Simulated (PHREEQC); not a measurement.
KBr is added in steps, without added water, to 1 kg of water holding 27 mmol/kgw Na2SO4 and 32 mmol/kgw SrCl2, at 25 °C. Oxygen is held at 0.21 atm. No CO2 enters from the air. Only these solids could form: Celestite, Halite, Mirabilite.

Base run: PHREEQC, ion-association model, wateq4f.dat. Each further column changes one thing. The table gives S in solution (mol/kgw).

```
KBr added (mol)      base  Davies equation for every ion  Debye-Hückel limiting law  database phreeqc.dat
---------------  --------  -----------------------------  -------------------------  --------------------
0                0.000316                       0.000332                   0.000600              0.000298
0.01083          0.000345                              ?                   0.000711              0.000326
0.02167          0.000373                       0.000393                   0.000832              0.000353
0.03792          0.000415                       0.000435                    0.00103              0.000392
0.04875          0.000442                       0.000462                    0.00118              0.000418
0.05958          0.000469                       0.000488                    0.00134              0.000443
0.07042          0.000495                       0.000513                    0.00150              0.000468
0.08125          0.000521                              ?                          ?              0.000493
0.09208          0.000547                       0.000561                    0.00187              0.000518
0.1083           0.000585                              ?                          ?              0.000553
0.1192           0.000609                       0.000616                    0.00238              0.000577
0.13             0.000634                       0.000636                    0.00261              0.000600
```

Problem. Complete the blanks.

Solution. 
- 0.01083, Davies equation for every ion: 0.000363
- 0.08125, Davies equation for every ion: 0.000538
- 0.08125, Debye-Hückel limiting law: 0.00168
- 0.1083, Davies equation for every ion: 0.000595
- 0.1083, Debye-Hückel limiting law: 0.00217

 phreeqc.dat and wateq4f.dat share most of their constants, so their agreement is no independent check. Solids allowed in the column 'database phreeqc.dat': Celestite, Halite, Sylvite.
